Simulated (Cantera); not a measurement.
Input: 1 mol FeS2, 0.34 mol H2S, 0.92 mol N2, equilibrated at 2480 Torr.

Equilibrium computed with Cantera from the NASA thermochemical tables; the gas is ideal and each condensed phase is pure. Candidate condensed phases: Fe, FeS, FeS2, S; 16 gas species. FeS: taken at fixed stoichiometry. Rates play no part. All values below are at 1723 K.

Base state: N2 0.502, S2 0.309, H2S 0.108, H2 0.0752, SH 0.00533, S 0.000119, H 2.75e-5 (mole fractions); condensed: FeS(l).

Task: What changes in the equilibrium state with this change: pressure from 2480 Torr to 540 Torr?

Result: 
```tsv
species	before	after
N2	0.502	0.494
S2	0.309	0.320
H2	0.0752	0.107
H2S	0.108	0.0726
H	2.75e-5	7.02e-5
S	0.000119	0.000259
FeS(l), mol	1.00	1.000
```

Task: What changes in the equilibrium state with this change: H2S from 0.34 to 0.54 mol?

Result: 
```
species        before     after
-----------  --------  --------
N2              0.502     0.443
S2              0.309     0.293
H2S             0.108     0.150
H2             0.0752     0.107
H             2.75e-5   3.29e-5
SH            0.00533   0.00620
S            0.000119  0.000116
FeS(l), mol      1.00      1.00
```

Task: What changes in the equilibrium state with this change: 0.23 mol H2O added?

Result: 
| species | before | after |
|---|---|---|
| N2 | 0.502 | 0.446 |
| S2 | 0.309 | 0.268 |
| H2S | 0.108 | 0.0996 |
| H2O | 0 | 0.0995 |
| H2 | 0.0752 | 0.0747 |
| SO2 | 0 | 0.00462 |
| S2O | 0 | 0.00164 |
| SO | 0 | 0.00110 |
| SH | 0.00533 | 0.00495 |
| FeS(l), mol | 1.00 | 1.000 |
Further candidate phases: FeO, Fe(OH)2, Fe(OH)3, FeSO4, Fe2O3, Fe2(SO4)3, Fe3O4, H2O, H2SO4.
